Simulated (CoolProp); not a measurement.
Sulfur dioxide along the isotherm 364.9 K: fugacity coefficient from the reference equation and from simpler models built on Tc = 430.6 K, pc = 7.887 MPa, ω = 0.256; each cubic takes its own stable root.

Model: reference Helmholtz-energy equation of state, Gao 2016, in CoolProp.

```
p (MPa)   phase  reference
-------  ------  ---------
0.111       gas     0.9913
0.197       gas     0.9846
0.35        gas     0.9726
0.622       gas     0.9514
1.11        gas     0.9133
1.97        gas     0.8461
3.5      liquid     0.5573
6.22     liquid     0.3295
11.1     liquid     0.2015
19.7     liquid     0.1319
35       liquid    0.09617
```

Task: How far does each simpler model (van der Waals, Redlich-Kwong) lie from the reference over these 11 states: mean and median of the absolute difference, and the worst?

Result: 
- van der Waals: mean 34.5 %, median 5.2 %, worst +111.4 % at 364.9 K and 35 MPa
- Redlich-Kwong: mean 11.6 %, median 2.3 %, worst +31.0 % at 364.9 K and 35 MPa

At some of these states van der Waals gives the other phase, because its saturation line lies elsewhere.
